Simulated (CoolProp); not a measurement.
Vapour-liquid equilibrium of dimethyl ether (1) + 1-butene (2) at 304.6 K; x and y are mole fractions of (1).

Model: multi-fluid Helmholtz-energy mixture model, Wu 2011 and Lemmon 2005; pair parameters Bell 2016, in CoolProp.

Task: Give the bubble pressure and the first vapour's composition at x = 0.55, 0.75, 0.95. Is there an azeotrope?

Result: x = 0.55: 5.830 bar, y = 0.684; x = 0.75: 6.434 bar, y = 0.828; x = 0.95: 6.959 bar, y = 0.965. No azeotrope shows between x = 0.05 and 0.95.

Pair parameters are fitted to limited data, so mixtures are less certain than the pure fluids.
